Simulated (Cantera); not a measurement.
Input: 1 mol SiHCl₃, 0.022 mol Cl₂, 31 mol H₂, equilibrated at 1350 °C and 0.690 bar.

These are equilibrium values from Cantera (NASA tables, ideal gas, pure condensed phases), not measurements of a reactor. Candidate condensed phases: Si; 19 gas species. The tables' values for SiCl₃ are old estimates; treat these amounts as uncertain. Equilibrium is a limit: real reactors are often held back by kinetics, nucleation or transport.

Base state: H₂ 0.924, HCl 0.0604, SiCl₂ 0.0138, SiCl₃ 0.000865, SiHCl₃ 0.000300, SiCl₄ 0.000126, SiH₂Cl₂ 0.000120, H 8.01e-5 (mole fractions); condensed: Si(s).

### Question
What changes in the equilibrium state with this change: SiHCl₃ replaced by Si₂Cl₆?

### Answer
```json
[
 {"species": "H₂", "before": "0.924", "after": "0.868"},
 {"species": "HCl", "before": "0.0604", "after": "0.0923"},
 {"species": "SiCl₂", "before": "0.0138", "after": "0.0344"},
 {"species": "SiCl₄", "before": "0.000126", "after": "0.000783"},
 {"species": "SiCl₃", "before": "0.000865", "after": "0.00339"},
 {"species": "SiHCl₃", "before": "0.000300", "after": "0.00114"},
 {"species": "Si(s), mol", "before": "0.497", "after": "0.645"}
]
```
The feed counts by its element totals alone.
